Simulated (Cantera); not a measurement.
What does this Cantera script print?

```python
import numpy as np
import cantera as ct

gas_names = """
    O2 Br2
""".split()
cond_names = """
    Mg(cr) MgBr2(s) MgO(s)
""".split()


# ... load() reads the species with a 1 bar reference pressure and builds the phases ...
species = {s.name: s for s in load("nasa_gas.yaml", gas_names) + load("nasa_condensed.yaml", cond_names)}
T = 600
g = {n: (s.thermo.h(T) - T * s.thermo.s(T)) / (ct.gas_constant * T * np.log(10)) for n, s in species.items()}
valid = cond_names  # the entries whose range holds T


def stable(la, lb):
    # potentials (over RT ln 10) of the two non-metals from log10 p(O2) and log10 p(Br2) in bar
    mu = {}
    mu["O"] = (g["O2"] + la) / 2
    mu["Br"] = (g["Br2"] + lb) / 2
    cost = {}
    for n in valid:
        c = species[n].composition
        cost[n] = (g[n] - sum(c.get(e, 0) * m for e, m in mu.items())) / c["Mg"]
    return min(cost, key=cost.get)


results = []
for lb in [0, -2, -4, -6, -8, -10, -12, -14, -16, -18, -20, -22, -24, -26]:
    row = [stable(la, lb) for la in [-53, -50.1, -47.1, -44.2, -41.2, -38.3, -35.3, -32.4, -29.4, -26.5, -23.6, -20.6, -17.7, -14.7, -11.8, -8.8, -5.9, -2.9, 0]]
    results.append(row)
    print(f"{lb:6.1f}  " + " ".join(f"{valid.index(n):x}" for n in row))
print("key: " + ", ".join(f"{i:x} {n}" for i, n in enumerate(valid)))
```

Result:

```
   0.0  1 1 1 1 1 1 1 1 1 1 1 1 1 1 2 2 2 2 2
  -2.0  1 1 1 1 1 1 1 1 1 1 1 1 1 2 2 2 2 2 2
  -4.0  1 1 1 1 1 1 1 1 1 1 1 2 2 2 2 2 2 2 2
  -6.0  1 1 1 1 1 1 1 1 1 1 2 2 2 2 2 2 2 2 2
  -8.0  1 1 1 1 1 1 1 1 1 2 2 2 2 2 2 2 2 2 2
 -10.0  1 1 1 1 1 1 1 2 2 2 2 2 2 2 2 2 2 2 2
 -12.0  1 1 1 1 1 1 2 2 2 2 2 2 2 2 2 2 2 2 2
 -14.0  1 1 1 1 2 2 2 2 2 2 2 2 2 2 2 2 2 2 2
 -16.0  1 1 1 2 2 2 2 2 2 2 2 2 2 2 2 2 2 2 2
 -18.0  1 1 2 2 2 2 2 2 2 2 2 2 2 2 2 2 2 2 2
 -20.0  2 2 2 2 2 2 2 2 2 2 2 2 2 2 2 2 2 2 2
 -22.0  2 2 2 2 2 2 2 2 2 2 2 2 2 2 2 2 2 2 2
 -24.0  2 2 2 2 2 2 2 2 2 2 2 2 2 2 2 2 2 2 2
 -26.0  2 2 2 2 2 2 2 2 2 2 2 2 2 2 2 2 2 2 2
key: 0 Mg(cr), 1 MgBr2(s), 2 MgO(s)
```

Cantera with NASA thermochemical tables; ideal gases at 1 bar, condensed phases pure. Not in the tables: oxide halides.
